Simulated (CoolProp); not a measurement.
Vapour pressure (bar) of isobutene: the reference equation beside estimates from Tc = 144.9 °C, pc = 40.16 bar, ω = 0.193. Clausius-Clapeyron is anchored at -42.75 °C with a constant enthalpy of vaporisation of 23.76 kJ/mol.

Computed with CoolProp (reference Helmholtz-energy equation of state, Lemmon 2005). It is a short technical equation, of lower accuracy than the large ones.

| T (°C) | reference | Lee-Kesler | Clausius-Clapeyron | van der Waals | Redlich-Kwong | Peng-Robinson |
|---|---|---|---|---|---|---|
| -67.05 | 0.04271 | 0.04124 | 0.04491 | 1.013 | 0.07433 | 0.04543 |
| -54.85 | 0.09588 | 0.09287 | 0.09749 | 1.488 | 0.1621 | 0.1000 |
| -42.75 | 0.1939 | 0.1888 | 0.1939 | 2.097 | 0.3172 | 0.1993 |
| -30.55 | 0.3633 | 0.3560 | 0.3618 | 2.868 | 0.5735 | 0.3695 |
| -18.35 | 0.6352 | 0.6265 | 0.6361 | 3.815 | 0.9669 | 0.6410 |
| -6.15 | 1.048 | 1.039 | 1.062 | 4.955 | 1.538 | 1.051 |
| 6.05 | 1.644 | 1.639 | 1.695 | 6.303 | 2.329 | 1.644 |
| 18.25 | 2.472 | 2.475 | 2.603 | 7.874 | 3.385 | 2.468 |
| 30.45 | 3.586 | 3.600 | 3.860 | 9.682 | 4.750 | 3.577 |
| 42.55 | 5.026 | 5.054 | 5.537 | 11.72 | 6.452 | 5.016 |
| 54.75 | 6.875 | 6.918 | 7.755 | 14.04 | 8.561 | 6.869 |
| 66.95 | 9.187 | 9.243 | 10.60 | 16.62 | 11.11 | 9.193 |

Absolute difference from the reference over all 12 rows, mean and median: Lee-Kesler 1.3 and 0.7 %, Clausius-Clapeyron 5.3 and 4.1 %, van der Waals 604.9 and 328.1 %, Redlich-Kwong 45.7 and 44.2 %, Peng-Robinson 1.4 and 0.3 %.
